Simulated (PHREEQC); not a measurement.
A solution holds 2.5 mmol/kgw H3PO4, 0.1 mmol/kgw H2SO4 and 0.0028 mmol/kgw H4SiO4, at 25 °C. Closed to the air; pH follows from the charge balance.

Computed with PHREEQC (ion-association model, wateq4f.dat).

```json
[
 {"quantity": "pH", "before": "2.69", "after": "3.38"},
 {"quantity": "ionic strength (mol/kgw)", "before": "0.00222", "after": "0.000528"},
 {"quantity": "SO4-2 (mol/kgw)", "before": "8.55e-5", "after": "9.63e-5"},
 {"quantity": "SI of Quartz (SiO2)", "before": "-1.57", "after": "-1.57"}
]
```

Question: What was changed between the two runs?
A) H3PO4 replaced by K3PO4 at the same molality
B) diluted 10-fold with water
C) temperature from 25 to 40 °C
D) H2SO4 from 0.0001 to 5e-05 mol/kgw
E) H3PO4 from 0.0025 to 0.00025 mol/kgw

Answer: E, H3PO4 from 0.0025 to 0.00025 mol/kgw

No solid was allowed to form. H3PO4, which wateq4f.dat lacks, is added to it with the constant of phreeqc.dat.
